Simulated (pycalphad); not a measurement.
## Freezing of Ti-Si alloys with rising Si

All values are pycalphad results on the COST 507 light-alloy database (1999) (1 atm), not direct measurements. The data set is of 1999 and partly superseded. Amounts are mole fractions of atoms.

Scheil-Gulliver runs (no diffusion in the solid, steps of 4 K) beside full equilibrium.

```csv
alloy,liquidus (°C),"Scheil, half solid (°C)","Scheil, 80 % solid (°C)","Scheil, invariant end (°C)",liquid left at that end,equilibrium solidus (°C)
Ti-3.944Si (wt.%),1548,1400,at the invariant end,1340,0.42,1340
Ti-5.993Si (wt.%),1460,at the invariant end,at the invariant end,1340,0.67,1340
Ti-39.13Si (wt.%),[?],[?],at the invariant end,[?],[?],[?]
```

Problem. What belongs in the gaps?

Solution. 
- Ti-39.13Si (wt.%), liquidus (°C): 1858
- Ti-39.13Si (wt.%), Scheil, half solid (°C): 1585
- Ti-39.13Si (wt.%), Scheil, invariant end (°C): 1474
- Ti-39.13Si (wt.%), liquid left at that end: 0.37
- Ti-39.13Si (wt.%), equilibrium solidus (°C): 1474
